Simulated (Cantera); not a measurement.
A perfectly stirred reactor is fed with 58.6 % CH4, 41.0 % CO2, 0.451 % H2O, at 6.81 atm; it is held at 1725 K, and followed from long to short residence time.

Cantera simulation using GRI-Mech 3.0 (53 species, 325 reactions); the numbers are that mechanism's predictions, not measurements.

x: mole fraction; the columns are a selection and need not sum to one.

| τ (s) | x CH4 | x CO2 | x H | x O | x C2H | x H2O | x C2H2 |
|---|---|---|---|---|---|---|---|
| 0.97 | 0.0524 | 0.0157 | 4.67e-5 | 1.43e-11 | 3.57e-8 | 0.0590 | 0.0531 |
| 0.54 | 0.0562 | 0.0213 | 4.53e-5 | 1.76e-11 | 4.36e-8 | 0.0775 | 0.0636 |
| 0.30 | 0.0610 | 0.0283 | 4.37e-5 | 2.08e-11 | 5.31e-8 | 0.0982 | 0.0755 |
| 0.17 | 0.0671 | 0.0368 | 4.17e-5 | 2.37e-11 | 6.32e-8 | 0.119 | 0.0879 |
| 0.092 | 0.0767 | 0.0488 | 3.93e-5 | 2.65e-11 | 7.42e-8 | 0.140 | 0.101 |
| 0.051 | 0.0908 | 0.0648 | 3.66e-5 | 2.86e-11 | 8.32e-8 | 0.156 | 0.111 |
| 0.028 | 0.112 | 0.0882 | ___ | 3.00e-11 | 8.86e-8 | 0.162 | 0.117 |
| 0.016 | 0.141 | 0.120 | ___ | 3.01e-11 | 8.85e-8 | 0.156 | 0.117 |
| 0.0088 | 0.184 | 0.165 | ___ | 2.88e-11 | 8.22e-8 | 0.134 | 0.110 |
| 0.0049 | 0.239 | 0.219 | ___ | 2.58e-11 | 7.08e-8 | 0.102 | 0.0966 |
| 0.0027 | 0.302 | 0.274 | ___ | 2.18e-11 | 5.66e-8 | 0.0668 | 0.0776 |

Task: What belongs in the gaps?

Result: 
- 0.028, x H: 3.36e-5
- 0.016, x H: 3.09e-5
- 0.0088, x H: 2.80e-5
- 0.0049, x H: 2.51e-5
- 0.0027, x H: 2.19e-5
